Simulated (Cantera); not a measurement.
Equilibrium for sublimation and decomposition of ceramics: BN + H₂

Charge: 1 mol BN, 3.5 mol H₂, equilibrated at 101000 Pa.

These are equilibrium values from Cantera (NASA tables, ideal gas, pure condensed phases), not measurements of a reactor. Candidate condensed phases: B, BN; 15 gas species. Mutual solubility and eutectic melting of coexisting phases are not modelled. The tables' values for BH₂ are old estimates; treat these amounts as uncertain. Gases not in the tables: B₂H₆ and higher boranes. Rates play no part.

```json
[
 {"T (°C)": "1225", "x H₂": "1.000", "x H": "1.71e-5", "x N₂": "6.66e-7", "x BH₂": "8.47e-7", "x BH₃": "5.36e-7", "x BH": "4.24e-12", "x B": "<1e-12", "x NH₃": "5.15e-8", "n BN(s)": "1.000", "n B(s)": "0"},
 {"T (°C)": "1300", "x H₂": "1.000", "x H": "4.04e-5", "x N₂": "1.91e-6", "x BH₂": "2.73e-6", "x BH₃": "1.16e-6", "x BH": "3.45e-11", "x B": "2.04e-12", "x NH₃": "7.03e-8", "n BN(s)": "1.000", "n B(s)": "0"},
 {"T (°C)": "1375", "x H₂": "1.000", "x H": "8.85e-5", "x N₂": "5.03e-6", "x BH₂": "7.83e-6", "x BH₃": "2.31e-6", "x BH": "2.30e-10", "x B": "2.08e-11", "x NH₃": "9.37e-8", "n BN(s)": "1.000", "n B(s)": "0"},
 {"T (°C)": "1450", "x H₂": "1.000", "x H": "0.000181", "x N₂": "1.23e-5", "x BH₂": "2.04e-5", "x BH₃": "4.32e-6", "x BH": "1.29e-9", "x B": "1.71e-10", "x NH₃": "1.23e-7", "n BN(s)": "1.000", "n B(s)": "0"},
 {"T (°C)": "1525", "x H₂": "1.000", "x H": "0.000350", "x N₂": "2.81e-5", "x BH₂": "4.87e-5", "x BH₃": "7.61e-6", "x BH": "6.21e-9", "x B": "1.18e-9", "x NH₃": "1.57e-7", "n BN(s)": "1.000", "n B(s)": "0"},
 {"T (°C)": "1600", "x H₂": "0.999", "x H": "0.000641", "x N₂": "6.03e-5", "x BH₂": "0.000108", "x BH₃": "1.28e-5", "x BH": "2.63e-8", "x B": "6.92e-9", "x NH₃": "1.98e-7", "n BN(s)": "1.000", "n B(s)": "0"},
 {"T (°C)": "1675", "x H₂": "0.999", "x H": "0.00112", "x N₂": "0.000123", "x BH₂": "0.000225", "x BH₃": "2.05e-5", "x BH": "9.91e-8", "x B": "3.53e-8", "x NH₃": "2.46e-7", "n BN(s)": "0.999", "n B(s)": "0"},
 {"T (°C)": "1750", "x H₂": "0.997", "x H": "0.00188", "x N₂": "0.000237", "x BH₂": "0.000442", "x BH₃": "3.16e-5", "x BH": "3.38e-7", "x B": "1.59e-7", "x NH₃": "3.00e-7", "n BN(s)": "0.998", "n B(s)": "0"},
 {"T (°C)": "1825", "x H₂": "0.996", "x H": "0.00305", "x N₂": "0.000468", "x BH₂": "0.000796", "x BH₃": "4.56e-5", "x BH": "1.02e-6", "x B": "6.22e-7", "x NH₃": "3.74e-7", "n BN(s)": "0.997", "n B(s)": "0.000327"},
 {"T (°C)": "1900", "x H₂": "0.993", "x H": "0.00478", "x N₂": "0.00125", "x BH₂": "0.00116", "x BH₃": "5.38e-5", "x BH": "2.37e-6", "x B": "1.86e-6", "x NH₃": "5.46e-7", "n BN(s)": "0.991", "n B(s)": "0.00451"}
]
```
x: gas mole fraction; n: condensed amount in mol.

From 1225 °C to 1750 °C the condensed part is BN(s). From 1825 °C to 1900 °C the condensed part is B(s) + BN(s).
